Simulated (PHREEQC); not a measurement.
**Polishing slurry liquid**

Make-up at 20 °C: 0.0022 mol/kgw H2SO4 and 0.017 mol/kgw Al(NO3)3. It is in equilibrium with CO2 at log p = -3.4 (atm). Otherwise closed; pH follows from the charge balance.

Computed with PHREEQC (ion-association model, phreeqc.dat).

No solid was allowed to form.

**Question.** Predict the pH.

**Answer.** pH 2.44.

**Question.** In which forms is Al present?

**Answer.** Al+3 90 %, AlSO4+ 10.0 % of the Al.
